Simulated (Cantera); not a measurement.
An isothermal, constant-pressure homogeneous reactor starts with C2H6 : N2 = 1 : 35 (molar parts), at 2000 K and 10.00 Torr. Integrator tolerance rtol = 1e-08.

Cantera simulation using GRI-Mech 3.0 (53 species, 325 reactions); the numbers are that mechanism's predictions, not measurements. GRI-Mech 3.0 stops at C3 and has no aromatics, soot or wall deposition, so with more carbon than oxygen in the feed, carbon stays in small species such as C2H2 where larger ones or solid carbon would form. Radical loss at walls, strong at low pressure, is not modelled.

Question: What does this change do: temperature 2000 to 1600 K?

Answer: 
```csv
quantity,before,after
x(C2H6) at 90.0 s,<1e-12 (gas-phase equilibrium <1e-12),2.26e-10 (gas-phase equilibrium 1.43e-12)
x(CH4) at 90.0 s,7.22e-8 (gas-phase equilibrium 1.56e-7),6.09e-5 (gas-phase equilibrium 3.91e-6)
x(H2) at 90.0 s,0.0510 (gas-phase equilibrium 0.0510),0.0525 (gas-phase equilibrium 0.0526)
x(H) at 90.0 s,0.00320 (gas-phase equilibrium 0.00320),0.000108 (gas-phase equilibrium 0.000109)
x(CH2) at 90.0 s,7.27e-9 (gas-phase equilibrium 1.57e-8),4.87e-9 (gas-phase equilibrium 3.16e-10)
x(HCN) at 90.0 s,0.000351 (gas-phase equilibrium 0.0435),1.74e-5 (gas-phase equilibrium 0.0402)
x(C2H2) at 90.0 s,0.0261 (gas-phase equilibrium 0.00448),0.0263 (gas-phase equilibrium 0.00622)
```

Question: What does this change do: C2H6 1 to 0.35 parts?

Answer: 
| quantity | before | after |
|---|---|---|
| x(C2H6) at 90.0 s | <1e-12 (gas-phase equilibrium <1e-12) | <1e-12 (gas-phase equilibrium <1e-12) |
| x(CH4) at 90.0 s | 7.22e-8 (gas-phase equilibrium 1.56e-7) | 9.13e-9 (gas-phase equilibrium 1.36e-8) |
| x(H2) at 90.0 s | 0.0510 (gas-phase equilibrium 0.0510) | 0.0184 (gas-phase equilibrium 0.0185) |
| x(H) at 90.0 s | 0.00320 (gas-phase equilibrium 0.00320) | 0.00193 (gas-phase equilibrium 0.00193) |
| x(CH2) at 90.0 s | 7.27e-9 (gas-phase equilibrium 1.57e-8) | 2.54e-9 (gas-phase equilibrium 3.77e-9) |
| x(HCN) at 90.0 s | 0.000351 (gas-phase equilibrium 0.0435) | 0.000333 (gas-phase equilibrium 0.0179) |
| x(C2H2) at 90.0 s | 0.0261 (gas-phase equilibrium 0.00448) | 0.00951 (gas-phase equilibrium 0.000710) |
